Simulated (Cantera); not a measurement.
# Thermodynamics of fluorocarbon and chlorocarbon gases, feed c-C₄F₈ + CH₄ + H₂

Charge: 1 mol c-C₄F₈, 0.1 mol CH₄, 1 mol H₂, equilibrated at 0.000100 bar.

Equilibrium computed with Cantera from the NASA thermochemical tables; the gas is ideal and each condensed phase is pure. Candidate condensed phases: C, C₆H₆, C₇H₈, C₈H₁₈; 95 gas species. The feed counts by its element totals alone. Gases not in the tables: C₂F₆ and larger saturated fluorocarbons. The numbers say what is thermodynamically allowed, not how fast it happens.

```csv
T (K),log p HF,log p F,log p CF₄,log p CF₂,log p CF₃,log p CF,n C(graphite)
1323,-4.20,-8.29,-4.43,-7.89,-8.89,-12.86,2.70
1423,-4.20,-7.41,-4.43,-7.11,-8.26,-11.51,2.70
1523,-4.20,-6.65,-4.44,-6.44,-7.71,-10.34,2.70
1623,-4.21,-5.98,-4.45,-5.86,-7.24,-9.32,2.68
1723,-4.22,-5.40,-4.50,-5.36,-6.86,-8.43,2.65
1823,-4.27,-4.91,-4.64,-4.97,-6.59,-7.66,2.60
1923,-4.36,-4.54,-5.03,-4.76,-6.55,-7.04,2.61
2023,-4.45,-4.33,-5.89,-4.82,-6.89,-6.61,2.97
```
log p: log10 of the partial pressure in bar; n: condensed amount in mol.

From 1323 K to 2023 K the condensed part is C(graphite). The main C-bearing gas is CF₄ at 1323 K and CF₂ at 2023 K. The share of C in condensed phases is highest at 2023 K (72.3 %) and lowest at 1823 K (63.3 %).
